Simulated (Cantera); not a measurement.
An adiabatic, constant-pressure homogeneous reactor starts with CH₄ : O₂ : N₂ : CO₂ = 1 : 6.06 : 45.5 : 2.4 (molar parts), at 1725 K and 3750 Torr. Integrator tolerance rtol = 1e-08.

Cantera simulation using GRI-Mech 3.0 (53 species, 325 reactions); the numbers are that mechanism's predictions, not measurements.

**Question.** What does this change do: constant volume in place of constant pressure?

**Answer.** 
```csv
quantity,before,after
time of steepest temperature rise,66.5 µs,65.1 µs
temperature at 1.00 s,2091 K,2183 K
equilibrium temperature,2091 K,2183 K
x(CH₄) at 1.00 s,<1e-12 (gas-phase equilibrium <1e-12),<1e-12 (gas-phase equilibrium <1e-12)
x(O₂) at 1.00 s,0.0709 (gas-phase equilibrium 0.0708),0.0700 (gas-phase equilibrium 0.0700)
x(CO₂) at 1.00 s,0.0615 (gas-phase equilibrium 0.0616),0.0613 (gas-phase equilibrium 0.0613)
x(NO) at 1.00 s,0.00548 (gas-phase equilibrium 0.00579),0.00719 (gas-phase equilibrium 0.00719)
x(HCN) at 1.00 s,<1e-12 (gas-phase equilibrium <1e-12),<1e-12 (gas-phase equilibrium <1e-12)
x(O) at 1.00 s,0.000157 (gas-phase equilibrium 0.000156),0.000256 (gas-phase equilibrium 0.000256)
```
